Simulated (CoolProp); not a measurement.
A closed Brayton cycle with carbon dioxide: compressor inlet 333.15 K and 8.1 MPa, high pressure 26.5 MPa, turbine inlet 740 K, compressor efficiency 0.8, turbine efficiency 0.85, recuperator effectiveness 0.9 (on enthalpy, no pinch check). Each further row changes one setting.

Model: reference Helmholtz-energy equation of state, Span 1996, in CoolProp.

```
case                           thermal efficiency (%)  net work (kJ/kg)  compressor to turbine work  compressor exit (K)  turbine exit (K)
-----------------------------  ----------------------  ----------------  --------------------------  -------------------  ----------------
as stated                                        23.6              51.8                        0.59                442.9             614.5
turbine inlet 690 K                              20.3              41.3                        0.65                442.9                 …
compressor inlet 343.15 K                        21.4                 …                        0.65                458.6             614.5
high pressure 22.5 MPa                              …              48.6                           …                427.0             631.4
recuperator effectiveness 0.5                       …              51.8                        0.59                442.9             614.5
```

### Question
Some entries are withheld; supply them.

### Answer

- turbine inlet 690 K, turbine exit (K): 568.8
- compressor inlet 343.15 K, net work (kJ/kg): 45.0
- high pressure 22.5 MPa, thermal efficiency (%): 24.2
- high pressure 22.5 MPa, compressor to turbine work: 0.56
- recuperator effectiveness 0.5, thermal efficiency (%): 17.4
